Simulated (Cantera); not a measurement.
Feed: 1 mol Al₂O₃, 2.8 mol O₂, equilibrated at 2250 K and 9.50 mbar.

Cantera equilibrium calculation (NASA polynomials, part measured and part estimated; ideal gas, pure solids and liquids). Candidate condensed phases: Al, Al₂O₃; 9 gas species. The numbers say what is thermodynamically allowed, not how fast it happens.

Base state: O₂ 0.963, O 0.0371 (mole fractions); condensed: Al₂O₃(s).

Q: What changes in the equilibrium state with this change: temperature from 2250 K to 1848 K?

A: 
```tsv
species	before	after
O₂	0.963	0.998
O	0.0371	0.00194
Al₂O₃(s), mol	1.000	1.00
```

Q: What changes in the equilibrium state with this change: temperature from 2250 K to 2523.15 K?

A: 
```csv
species,before,after
O₂,0.963,0.847
O,0.0371,0.153
AlO,3.64e-7,4.72e-5
"Al₂O₃(s), mol",1.000,0
"Al₂O₃(l), mol",0,1.000
```
